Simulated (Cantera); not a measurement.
A closed system holds: 1 mol SiH4, 0.29 mol HCl, 3.2 mol H2, equilibrated at 0.0240 bar.

Cantera equilibrium calculation (NASA polynomials, part measured and part estimated; ideal gas, pure solids and liquids). Candidate condensed phases: Si; 19 gas species. The tables' values for SiCl3 are old estimates; treat these amounts as uncertain. Kinetics and transport are ignored. All values below are at 1252 °C.

Base state: H2 0.953, HCl 0.0410, SiCl2 0.00577, H 0.000149, SiCl3 7.98e-5 (mole fractions); condensed: Si(s).

Question: What changes in the equilibrium state with this change: H2 from 3.2 to 220 mol?

Answer: 
| species | before | after |
|---|---|---|
| H2 | 0.953 | 0.999 |
| HCl | 0.0410 | 0.00129 |
| H | 0.000149 | 0.000153 |
| SiCl2 | 0.00577 | 5.48e-6 |
| SiCl3 | 7.98e-5 | 2.34e-9 |
| Si(s), mol | 0.968 | 0.998 |

Question: What changes in the equilibrium state with this change: H2 from 3.2 to 1.1 mol?

Answer: 
```csv
species,before,after
H2,0.953,0.927
HCl,0.0410,0.0596
SiCl2,0.00577,0.0125
SiCl4,3.28e-6,1.55e-5
SiCl3,7.98e-5,0.000255
SiHCl3,8.62e-6,2.72e-5
H,0.000149,0.000147
"Si(s), mol",0.968,0.956
```
